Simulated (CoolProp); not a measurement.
Vapour-liquid equilibrium of n-heptane (1) + p-xylene (2) at 0.98 MPa; x and y are mole fractions of (1).

Computed with CoolProp (multi-fluid Helmholtz-energy mixture model, Span 2003 and Zhou 2012; pair parameters Bell 2016).

Question: Give the bubble temperature and the first vapour's composition at x = 0.25, 0.45, 0.85. Is there an azeotrope?

Answer: x = 0.25: 504.7 K, y = 0.390; x = 0.45: 494.2 K, y = 0.601; x = 0.85: 478.1 K, y = 0.905. No azeotrope shows between x = 0.05 and 0.95.

The pair parameters rest on a limited set of measurements; away from them the model extrapolates.
